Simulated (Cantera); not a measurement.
An isothermal, constant-pressure homogeneous reactor starts with 0.459 % CO, 0.976 % O2, 0.918 % H2O, 97.6 % N2, at 1425 K and 503 Torr.

Computed with Cantera and GRI-Mech 3.0 (53 species, 325 reactions).

Task: Predict: x(CO) at 5.00 s; x(O2) at 5.00 s; x(H2O) at 5.00 s; x(N2O) at 5.00 s; x(H2) at 5.00 s; x(NO) at 5.00 s; x(H) at 5.00 s.

Result: 
```
Property                                            Result
----------------  ----------------------------------------
x(CO) at 5.00 s    9.79e-8 (gas-phase equilibrium 9.85e-8)
x(O2) at 5.00 s    0.00749 (gas-phase equilibrium 0.00740)
x(H2O) at 5.00 s   0.00920 (gas-phase equilibrium 0.00920)
x(N2O) at 5.00 s   1.01e-8 (gas-phase equilibrium 1.00e-8)
x(H2) at 5.00 s    8.61e-8 (gas-phase equilibrium 8.66e-8)
x(NO) at 5.00 s   7.46e-7 (gas-phase equilibrium 0.000175)
x(H) at 5.00 s     2.46e-9 (gas-phase equilibrium 2.47e-9)
```
